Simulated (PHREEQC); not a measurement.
0.56 g of hydrous ferric oxide (600 m²/g; 0.2 weak and 0.005 strong sites per Fe, Dzombak-Morel constants, diffuse double layer) in 1 kg of water with 0.3 mol/kgw of an inert sodium salt, at 25 °C; the pH is set by adding NaOH or the inert anion's acid. O2 is buffered at 0.21 atm. The system is closed to CO2. Precipitation was switched off in this run.

Base run: PHREEQC, ion-association model, wateq4f.dat. Each further column changes one thing. The table gives surface charge σ (C/m²).

```csv
pH,base,background salt from 0.3 to 0.03 mol/kgw,oxide from 0.56 to 2.8 g/kgw,0.0015 mol/kgw ZnCl2 added
3,0.368,?,0.368,0.368
3.75,0.357,?,0.358,0.358
4.88,0.282,0.170,0.283,0.284
5.62,0.196,0.101,0.197,?
6.38,0.116,0.053,0.117,?
7.12,0.058,?,0.058,0.150
8.25,-0.008,?,-0.008,0.150
9,-0.051,?,-0.051,0.112
```

Question: Complete the blanks.

Answer: 
- 3, background salt from 0.3 to 0.03 mol/kgw: 0.350
- 3.75, background salt from 0.3 to 0.03 mol/kgw: 0.298
- 5.62, 0.0015 mol/kgw ZnCl2 added: 0.201
- 6.38, 0.0015 mol/kgw ZnCl2 added: 0.146
- 7.12, background salt from 0.3 to 0.03 mol/kgw: 0.024
- 8.25, background salt from 0.3 to 0.03 mol/kgw: -0.003
- 9, background salt from 0.3 to 0.03 mol/kgw: -0.021

The oxide is taken as insoluble; below pH 4 it would dissolve. In at least one series the solution becomes supersaturated in solids that the run did not let form, among them Zincite(c), Zn5(OH)8Cl2.
